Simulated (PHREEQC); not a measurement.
Make-up at 25 °C: 0.11 mol/kgw CdSO4 and 0.00083 mol/kgw NaOH. Closed to the air; pH follows from the charge balance.

Computed with PHREEQC (ion-association model, wateq4f.dat).

Q: The ionic strength comes out as 0.204 mol/kgw. What activity coefficients do Cd(SO4)2-2, SO4-2, Cd2OH+3, OH-, NaSO4- get?

A: Cd(SO4)2-2 0.31, SO4-2 0.29, Cd2OH+3 0.071, OH- 0.70, NaSO4- 0.74.

Precipitation was switched off in this run. Examples of supersaturated solids here: Cd(OH)2. Others may be too.
